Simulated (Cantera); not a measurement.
A closed system holds: 1 mol S, 7.5 mol H2, at 19.0 bar.

Equilibrium computed with Cantera from the NASA thermochemical tables; the gas is ideal and each condensed phase is pure. Candidate condensed phases: S; 7 gas species. Kinetics and transport are ignored. All values below are at 2398 K.

Base state: H2 0.877, H2S 0.0943, SH 0.0144, S2 0.0106, H 0.00338, S 0.000663 (mole fractions); condensed: gas only.

Task: What changes in the equilibrium state with this change: pressure from 19.0 bar to 0.00330 bar?

Result: 
```csv
species,before,after
H2,0.877,0.682
H,0.00338,0.226
S,0.000663,0.0603
H2S,0.0943,0.00116
S2,0.0106,0.0153
SH,0.0144,0.0152
```
